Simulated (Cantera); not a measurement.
An adiabatic, constant-volume homogeneous reactor starts with CH3OH : O2 : N2 = 1 : 0.625 : 2.35 (molar parts), at 1775 K and 1100000 Pa. Integrator tolerance rtol = 1e-08.

Cantera simulation using GRI-Mech 3.0 (53 species, 325 reactions); the numbers are that mechanism's predictions, not measurements. GRI-Mech 3.0 was tuned for natural gas; its chemistry of methanol as a main component is partial and can be far from experiment. Above 3000 K some thermodynamic fits are extrapolated.

**Question.** What does this change do: CH3OH 1 to 0.34 parts?

**Answer.** 
| quantity | before | after |
|---|---|---|
| time of steepest temperature rise | 2.13 µs | 3.24 µs |
| temperature at 2.00 s | 2996 K | 3107 K |
| equilibrium temperature | 2996 K | 3107 K |
| x(CH3OH) at 2.00 s | 2.02e-11 (gas-phase equilibrium 2.09e-11) | <1e-12 (gas-phase equilibrium <1e-12) |
| x(O2) at 2.00 s | 0.000117 (gas-phase equilibrium 0.000117) | 0.0360 (gas-phase equilibrium 0.0360) |
| x(C2H4) at 2.00 s | <1e-12 (gas-phase equilibrium <1e-12) | <1e-12 (gas-phase equilibrium <1e-12) |
| x(NO) at 2.00 s | 0.000837 (gas-phase equilibrium 0.000837) | 0.0202 (gas-phase equilibrium 0.0202) |
| x(CH2CO) at 2.00 s | 9.62e-12 (gas-phase equilibrium 1.05e-11) | <1e-12 (gas-phase equilibrium <1e-12) |
| x(CO) at 2.00 s | 0.159 (gas-phase equilibrium 0.159) | 0.0337 (gas-phase equilibrium 0.0337) |
| x(CO2) at 2.00 s | 0.0263 (gas-phase equilibrium 0.0263) | 0.0603 (gas-phase equilibrium 0.0603) |

**Question.** What does this change do: pressure from 1100000 Pa to 66000 Pa?

**Answer.** 
```csv
quantity,before,after
time of steepest temperature rise,2.13 µs,26.3 µs
temperature at 2.00 s,2996 K,2818 K
equilibrium temperature,2996 K,2818 K
x(CH3OH) at 2.00 s,2.02e-11 (gas-phase equilibrium 2.09e-11),<1e-12 (gas-phase equilibrium <1e-12)
x(O2) at 2.00 s,0.000117 (gas-phase equilibrium 0.000117),0.000547 (gas-phase equilibrium 0.000547)
x(C2H4) at 2.00 s,<1e-12 (gas-phase equilibrium <1e-12),<1e-12 (gas-phase equilibrium <1e-12)
x(NO) at 2.00 s,0.000837 (gas-phase equilibrium 0.000837),0.00143 (gas-phase equilibrium 0.00143)
x(CH2CO) at 2.00 s,9.62e-12 (gas-phase equilibrium 1.05e-11),<1e-12 (gas-phase equilibrium <1e-12)
x(CO) at 2.00 s,0.159 (gas-phase equilibrium 0.159),0.156 (gas-phase equilibrium 0.156)
x(CO2) at 2.00 s,0.0263 (gas-phase equilibrium 0.0263),0.0266 (gas-phase equilibrium 0.0266)
```
